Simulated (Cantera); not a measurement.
Input (Python, Cantera) and output of one run.

```python
import numpy as np
import cantera as ct

gas_names = [...]  # 110 gases of nasa_gas.yaml made of C, F, H
cond_names = """
    C(gr) C6H6(L) C7H8(L) C8H18(L),n-octa
""".split()


# ... load() reads the species with a 1 bar reference pressure and builds the phases ...
atoms = {
    'CF4': {'C': 1, 'F': 4},
    'F2': {'F': 2},
    'H2': {'H': 2},
}
top_T = {'C(gr)': 4500}  # K; cautious upper limits of use, not melting points


# ... equilibrate(T, P, feed) seeds the gas with the atoms and calls Mixture.equilibrate('TP', solver="vcs", rtol=1e-11, max_steps=5000) ...
results = []
feed = {'CF4': 1, 'F2': 0.22, 'H2': 17}  # mol
P = 8300  # Pa
for T in [3000, 3250, 3500, 3750, 4000, 4250, 4500, 4750, 5000]:
    mix = equilibrate(T, P, feed)
    results.append((T, P, feed, dict(zip(mix.species_names, mix.species_moles))))

top = {s: max(r[3][s] / sum(r[3][g] for g in gas_names) for r in results) for s in gas_names}
cols = sorted((s for s in top if top[s] > 1e-05), key=lambda s: -top[s])[:5]
seen = [c for c in cond_names if any(r[3].get(c, 0) > 1e-12 for r in results)]
print("log10 of partial pressures in bar; condensed amounts in mol")
print(f"{'T/K':>10s}" + "".join(f"{s[:9]:>10s}" for s in cols + seen))
for T, P, feed, n in results:
    ng = sum(n[g] for g in gas_names)
    print(f"{T:10.4g}" + "".join(f"{np.log10(max(n[s] / ng * P / 1e5, 1e-99)):10.3f}" for s in cols)
          + "".join(f"{n.get(c, 0):10.4g}" for c in seen))
```

Output:

```
log10 of partial pressures in bar; condensed amounts in mol
       T/K         H        H2        HF         F         C
      3000    -1.525    -1.446    -1.808    -4.095    -4.415
      3250    -1.330    -1.673    -1.877    -3.561    -3.687
      3500    -1.226    -1.994    -1.959    -3.061    -3.177
      3750    -1.181    -2.363    -2.075    -2.627    -2.857
      4000    -1.162    -2.729    -2.273    -2.322    -2.720
      4250    -1.153    -3.067    -2.561    -2.157    -2.687
      4500    -1.149    -3.376    -2.894    -2.084    -2.680
      4750    -1.147    -3.656    -3.230    -2.054    -2.678
      5000    -1.146    -3.910    -3.548    -2.041    -2.678
```

Cantera equilibrium calculation (NASA polynomials, part measured and part estimated; ideal gas, pure solids and liquids).
